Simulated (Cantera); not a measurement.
An isothermal, constant-pressure homogeneous reactor starts with 89.3 % NO, 10.7 % N2, at 1525 K and 1.00 bar.

Computed with Cantera and GRI-Mech 3.0 (53 species, 325 reactions).

Task: Predict: x(NO) at 20.0 s; x(O2) at 20.0 s; x(N2) at 20.0 s; x(N2O) at 20.0 s; x(O) at 20.0 s; x(NO2) at 20.0 s.

Result: 
```
Quantity                                            Result
----------------  ----------------------------------------
x(NO) at 20.0 s      0.613 (gas-phase equilibrium 0.00169)
x(O2) at 20.0 s        0.138 (gas-phase equilibrium 0.446)
x(N2) at 20.0 s        0.246 (gas-phase equilibrium 0.553)
x(N2O) at 20.0 s  0.000127 (gas-phase equilibrium 8.62e-8)
x(O) at 20.0 s     2.16e-6 (gas-phase equilibrium 3.80e-6)
x(NO2) at 20.0 s   0.00247 (gas-phase equilibrium 1.22e-5)
```
